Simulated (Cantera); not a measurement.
A diamond (100) surface in a fixed gas of H2 with x(CH4) = 0.023, x(H) = 0.00057, x(CH3) = 0.0011, 23.3 Torr; coverages are run to steady state.

Model: the Harris–Goodwin 1993 mechanism for the reconstructed diamond (100) surface, integrated in Cantera.

θ: site fractions in the mechanism's names (c6HH fully hydrogenated, c6H* and c6*H radical sites, c6** diradical, c6HM methylated).

| T (K) | growth (µm/h) | θ c6HH | θ c6H* | θ c6*H | θ c6** | θ c6HM |
|---|---|---|---|---|---|---|
| 925 | 4.00 | 0.271 | 0.00475 | 0.122 | 0.00138 | 0.472 |
| 975 | 5.24 | ? | ? | ? | ? | ? |
| 1025 | 5.52 | 0.377 | 0.0127 | 0.243 | 0.00439 | 0.257 |
| 1075 | 4.30 | 0.445 | 0.0198 | 0.334 | 0.00730 | 0.128 |
| 1125 | ? | 0.477 | ? | ? | ? | ? |
| 1175 | 1.99 | 0.476 | 0.0328 | 0.441 | 0.0130 | 0.0165 |
| 1225 | 1.75 | 0.466 | 0.0377 | 0.460 | 0.0153 | 0.00554 |
| 1275 | 1.65 | 0.457 | 0.0421 | 0.469 | 0.0174 | 0.00189 |
| 1325 | 1.36 | 0.453 | 0.0461 | 0.472 | 0.0196 | 0.000658 |
| 1375 | 0.843 | 0.453 | 0.0497 | 0.471 | 0.0213 | 0.000239 |

Problem. Complete the blanks.

Solution. 
- 975, θ c6HH: 0.311
- 975, θ c6H*: 0.00768
- 975, θ c6*H: 0.169
- 975, θ c6**: 0.00245
- 975, θ c6HM: 0.382
- 1125, growth (µm/h): 2.80
- 1125, θ c6H*: 0.0269
- 1125, θ c6*H: 0.403
- 1125, θ c6**: 0.0104
- 1125, θ c6HM: 0.0486
